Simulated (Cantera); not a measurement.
A Cantera script and what it prints.

```python
import numpy as np
import cantera as ct

gas_names = """
    C CN CO CO2 C2 CCN CNC C2N2 C2O C3 C3O2 C4 C4N2 C5 N NCO NO NO2 NO3 N2 N2O O O2 O3 Pb PbO Pb2
""".split()
cond_names = """
    C(gr) Pb(cr) Pb(L) PbO(rd) PbO(yw) PbO(L) PbO2(s) Pb3O4(s)
""".split()


# ... load() reads the species with a 1 bar reference pressure and builds the phases ...
atoms = {
    'PbO': {'Pb': 1, 'O': 1},
    'CO': {'C': 1, 'O': 1},
    'N2': {'N': 2},
}
top_T = {'C(gr)': 4500, 'Pb3O4(s)': 820}  # K; cautious upper limits of use, not melting points


# ... equilibrate(T, P, feed) seeds the gas with the atoms and calls Mixture.equilibrate('TP', solver="vcs", rtol=1e-11, max_steps=5000) ...
results = []
feed = {'PbO': 1, 'CO': 0.59, 'N2': 5.7}  # mol
T = 2273  # K
P = 770000  # Pa
mix = equilibrate(T, P, feed)
results.append((T, P, feed, dict(zip(mix.species_names, mix.species_moles))))
print(gas.report(threshold=1e-05))
for i in range(1, mix.n_phases):
    print(f"{mix.phase(i).name:16s} {mix.phase_moles(i):12.5e} mol")
```

It prints:

```
       temperature   2273 K
          pressure   7.7e+05 Pa
           density   2.2269 kg/m^3
  mean mol. weight   54.658 kg/kmol
   phase of matter   gas

                          1 kg             1 kmol
                     ---------------   ---------------
          enthalpy        1.0509e+06         5.744e+07  J
   internal energy        7.0513e+05        3.8541e+07  J
           entropy            4597.6         2.513e+05  J/K
    Gibbs function       -9.3995e+06       -5.1376e+08  J
 heat capacity c_p            688.82             37649  J/K
 heat capacity c_v             536.7             29335  J/K

                      mass frac. Y      mole frac. X     chem. pot. / RT
                     ---------------   ---------------   ---------------
                CO         0.0031927         0.0062301           -37.032
               CO2          0.059994           0.07451            -53.79
                NO        0.00074551          0.001358           -29.552
                N2           0.39945           0.77935           -25.588
                 O        1.8865e-05         6.445e-05           -16.758
                O2          0.001043         0.0017816           -33.516
                Pb           0.30026          0.079205            -14.19
               PbO            0.2342          0.057351           -30.948
               Pb2         0.0011067        0.00014596           -28.379
     [  +18 minor]        5.0984e-07        6.2117e-07

C(gr)             0.00000e+00 mol
Pb(L)             0.00000e+00 mol
PbO(L)            0.00000e+00 mol
```

These are equilibrium values from Cantera (NASA tables, ideal gas, pure condensed phases), not measurements of a reactor. Gases not in the tables: (PbO)n polymers.
